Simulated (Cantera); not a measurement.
Input: 1 mol Hg, 0.1 mol H2, 76 mol N2, held at 1573 K and 1 atm.

Equilibrium computed with Cantera from the NASA thermochemical tables; the gas is ideal and each condensed phase is pure. Candidate condensed phases: Hg; 10 gas species. The numbers say what is thermodynamically allowed, not how fast it happens.

Task: What is the equilibrium state?

Result: 
```json
{
  "x(N2)": "0.986",
  "x(Hg)": "0.0130",
  "x(H2)": "0.00130",
  "x(H)": "1.45e-6",
  "gas_amount": "77.10 mol",
  "log10 activity of Hg(l) (absent)": "-4.71"
}
```
